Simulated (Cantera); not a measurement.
Thermodynamics of abatement and gas-phase synthesis, feed HCl + H2O + N2

A closed system holds: 1 mol HCl, 6.6 mol H2O, 28 mol N2, at 101000 Pa.

Method: chemical equilibrium by Gibbs-energy minimisation in Cantera with the NASA 1993 tables (ideal gas, pure condensed phases). Candidate condensed phases: H2O, NH4Cl; 54 gas species. Ions and electrons are included (thermal ionisation). Equilibrium is a limit: real reactors are often held back by kinetics, nucleation or transport.

```tsv
T (K)	x N2	x H	x O	x H2O	x H2	x OH	x N	x Cl	x HCl	x NO	x O2
3000	0.733	0.0331	0.0117	0.104	0.0446	0.0257	1.18e-5	0.00885	0.0175	0.0105	0.0108
3250	0.694	0.0742	0.0280	0.0630	0.0541	0.0343	5.11e-5	0.0120	0.0130	0.0146	0.0127
3500	0.650	0.132	0.0523	0.0287	0.0507	0.0344	0.000177	0.0149	0.00861	0.0170	0.0114
3750	0.612	0.191	0.0780	0.00964	0.0367	0.0262	0.000522	0.0171	0.00501	0.0167	0.00780
4000	0.586	0.234	0.0978	0.00259	0.0218	0.0162	0.00135	0.0186	0.00266	0.0147	0.00437
4250	0.572	0.259	0.110	0.000638	0.0117	0.00904	0.00315	0.0193	0.00136	0.0122	0.00224
4500	0.562	0.271	0.117	0.000161	0.00622	0.00492	0.00671	0.0197	0.000702	0.00984	0.00113
4750	0.554	0.276	0.121	4.41e-5	0.00337	0.00273	0.0132	0.0198	0.000377	0.00796	0.000583
5000	0.544	0.278	0.123	1.32e-5	0.00189	0.00156	0.0243	0.0198	0.000211	0.00647	0.000314
```
x: gas mole fraction; nothing condenses.

From 3000 K to 5000 K nothing is condensed.
